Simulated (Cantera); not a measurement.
A closed system holds: 1 mol SO2, at 2525 K and 210000 Torr.

Equilibrium computed with Cantera from the NASA thermochemical tables; the gas is ideal and each condensed phase is pure. Candidate condensed phases: S; 10 gas species. The ideal-gas law is rough above about 30 bar. The numbers say what is thermodynamically allowed, not how fast it happens.

Base state: SO2 0.988, SO 0.00709, O2 0.00286, SO3 0.00156, O 5.24e-5, S2O 5.07e-5, S2 1.90e-5, S 1.27e-5 (mole fractions); condensed: gas only.

Q: What changes in the equilibrium state with this change: SO2 replaced by CO2?

A: 
| species | before | after |
|---|---|---|
| CO2 | 0 | 0.966 |
| CO | 0 | 0.0228 |
| O2 | 0.00286 | 0.0113 |
| SO2 | 0.988 | 0 |
| SO | 0.00709 | 0 |
| SO3 | 0.00156 | 0 |
| S2O | 5.07e-5 | 0 |
Further candidate phases: C.

Q: What changes in the equilibrium state with this change: temperature from 2525 K to 948 K?

A: 
```json
[
 {"species": "SO2", "before": "0.988", "after": "1.000"},
 {"species": "SO3", "before": "0.00156", "after": "6.32e-6"},
 {"species": "S2O", "before": "5.07e-5", "after": "1.86e-6"},
 {"species": "SO", "before": "0.00709", "after": "1.42e-7"},
 {"species": "O2", "before": "0.00286", "after": "<1e-9"},
 {"species": "O", "before": "5.24e-5", "after": "<1e-9"},
 {"species": "S", "before": "1.27e-5", "after": "<1e-9"},
 {"species": "S2", "before": "1.90e-5", "after": "1.49e-7"}
]
```

Q: What changes in the equilibrium state with this change: pressure from 210000 Torr to 1 atm?

A: 
| species | before | after |
|---|---|---|
| SO2 | 0.988 | 0.935 |
| SO | 0.00709 | 0.0418 |
| O2 | 0.00286 | 0.0204 |
| O | 5.24e-5 | 0.00232 |
| S | 1.27e-5 | 0.000466 |
| SO3 | 0.00156 | 0.000237 |
| S2 | 1.90e-5 | 9.32e-5 |
| S2O | 5.07e-5 | 3.98e-5 |
